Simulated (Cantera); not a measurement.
A perfectly stirred reactor is fed with CH₃OH : O₂ : N₂ = 1 : 0.882 : 3.32 (molar parts), equivalence ratio 1.7, at 555 Torr; it is adiabatic with a 700 K inlet, and is followed from long to short residence time, starting on the burning branch (τ in s: 0.022, 0.0086, 0.0033, 0.0013, 0.0005, 0.00019, 7.5e-05, 2.9e-05, 1.1e-05).

Detailed kinetics in Cantera: GRI-Mech 3.0 (53 species, 325 reactions). GRI-Mech 3.0 was tuned for natural gas; its chemistry of methanol as a main component is partial and can be far from experiment.

Q: Predict: blow-out, bracketed by the residence times tried; x(CH₃OH) at τ = 22.0 ms; x(O₂) at τ = 22.0 ms; x(HO₂) at τ = 22.0 ms; x(CH₃OH) at τ = 0.500 ms; x(O₂) at τ = 0.500 ms; x(HO₂) at τ = 0.500 ms; x(C₂H) at τ = 0.500 ms.

A: 
* **blow-out, bracketed by the residence times tried**: burning at 0.190 ms, out at 75.0 µs
* **x(CH₃OH) at τ = 22.0 ms**: 3.81e-6
* **x(O₂) at τ = 22.0 ms**: 0.000197
* **x(HO₂) at τ = 22.0 ms**: 9.17e-8
* **x(CH₃OH) at τ = 0.500 ms**: 8.37e-5
* **x(O₂) at τ = 0.500 ms**: 0.00236
* **x(HO₂) at τ = 0.500 ms**: 1.50e-6
* **x(C₂H) at τ = 0.500 ms**: 1.68e-8
